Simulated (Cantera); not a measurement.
Gas mixture: 100 % C2H4, at 100.0 Torr, frozen composition.

Cantera's kinetic-theory transport with the Lennard-Jones parameters of GRI-Mech 3.0, ideal gas; thermal conductivity in the multicomponent form.

D: mixture-averaged diffusion coefficient of that species in the mixture.

```
T (K)  ρ (kg/m³)  cp (J/kg/K)  μ (µPa s)  λ (mW/m/K)     Pr  D (cm²/s) H2  D (cm²/s) OH  D (cm²/s) C2H2
-----  ---------  -----------  ---------  ----------  -----  ------------  ------------  --------------
400        0.112         1877       13.3        33.5  0.748           [?]          3.13            1.64
500       0.0900         2220       16.3        48.4  0.750           [?]          4.65            2.48
600       0.0750         2529       19.1        64.4  0.750           [?]          6.39            3.46
700       0.0643         2785       21.7        80.4  0.750           [?]          8.33            4.55
800       0.0562         2991       24.1        96.0  0.750           [?]          10.5            5.76
900       0.0500         3167       26.3         111  0.749           [?]          12.8            7.08
```

Task: Some entries are withheld; supply them.

Result: 
- 400, D (cm²/s) H2: 7.79
- 500, D (cm²/s) H2: 11.4
- 600, D (cm²/s) H2: 15.6
- 700, D (cm²/s) H2: 20.2
- 800, D (cm²/s) H2: 25.3
- 900, D (cm²/s) H2: 30.8
